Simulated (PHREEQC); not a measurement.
A solution holds 0.0012 mol/kgw HF, 0.033 mol/kgw NaF, 3.4e-07 mol/kgw H4SiO4 and 0.14 mol/kgw H2SO4, at 20 °C. Closed to the air; pH follows from the charge balance.

Computed with PHREEQC (ion-association model, wateq4f.dat).

| quantity | before | after |
|---|---|---|
| pH | 0.96 | 0.97 |
| ionic strength (mol/kgw) | 0.197 | 0.189 |
| HSO4- (mol/kgw) | 0.110 | 0.114 |
| SO4-2 (mol/kgw) | 0.0284 | 0.0245 |
| H2F2 (mol/kgw) | 0.00265 | 0.00202 |

Question: Which change was made?
A) H4SiO4 replaced by Na2SiO3 at the same molality
B) H4SiO4 left out
C) temperature from 20 to 30 °C
D) diluted 5-fold with water
E) NaF left out

Answer: C, temperature from 20 to 30 °C

This is a speciation only: nothing precipitates in the calculation. wateq4f.dat counts part of the HF as a dimer, H2F2, which phreeqc.dat doesn't know; its constant is uncertain. SiF6-2 is the database's only silicon fluoride.
